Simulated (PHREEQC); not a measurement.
Solution (58 °C): 0.0039 mol/kgw Cu(BF4)2, 0.00037 mol/kgw H2SO4 and 0.053 mol/kgw NaCl. Closed to the air; pH follows from the charge balance.

The numbers come from PHREEQC with the ion-association model, phreeqc.dat.

Each row changes one thing in this solution. This is a speciation only: nothing precipitates in the calculation.

```
case                                              pH  ionic strength (mol/kgw)  HF (mol/kgw)  F- (mol/kgw)  HF2- (mol/kgw)  NaF (mol/kgw)  SI of Halite (NaCl)
----------------------------------------------  ----  ------------------------  ------------  ------------  --------------  -------------  -------------------
as made                                         2.92                    0.0645       0.00585       0.00226         5.78e-5        4.23e-5                -4.35
Cu(BF4)2 from 0.0039 to 0.00351 mol/kgw         2.93                    0.0635       0.00565       0.00221         5.48e-5        4.17e-5                -4.35
H2SO4 from 0.00037 to 7.4e-05 mol/kgw           3.00                    0.0641       0.00559       0.00256         6.28e-5        4.82e-5                -4.35
Cu(BF4)2 from 0.0039 to 0.00039 mol/kgw         3.07                    0.0552       0.00188      0.000991         8.17e-6        1.91e-5                -4.34
H2SO4 left out                                  3.02                    0.0640       0.00552       0.00265         6.42e-5        4.98e-5                -4.35
0.0074 mol/kgw HNO3 added                       2.25                    0.0699       0.00824      0.000683         2.47e-5        1.26e-5                -4.36
diluted 2-fold with water                       3.03                    0.0329       0.00453       0.00210         4.17e-5        2.21e-5                -4.91
Cu(BF4)2 replaced by NH4F at the same molality  4.05                    0.0572      0.000623       0.00320         8.74e-6        6.13e-5                -4.34
```

Constants without temperature data keep their 25 °C values here. Real BF4- forms and hydrolyses slowly; the run takes it at equilibrium.
